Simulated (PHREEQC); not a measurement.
Solution (61 °C): 0.027 mol H2SO4, 0.00054 mol CuSO4 and 8.82e-05 mol MgCl2 per kg of water. Closed to the air; pH follows from the charge balance.

Computed with PHREEQC (ion-association model, wateq4f.dat).

This is a speciation only: nothing precipitates in the calculation.

Order these S species by the share of S that they hold, largest first: SO4-2, HSO4-, MgSO4, CuSO4.

HSO4- (78 %), SO4-2 (21 %), CuSO4 (0.49 %), MgSO4 (0.13 %)

The pH is 1.56 and the ionic strength 0.0396 mol/kgw. Constants without temperature data keep their 25 °C values here.
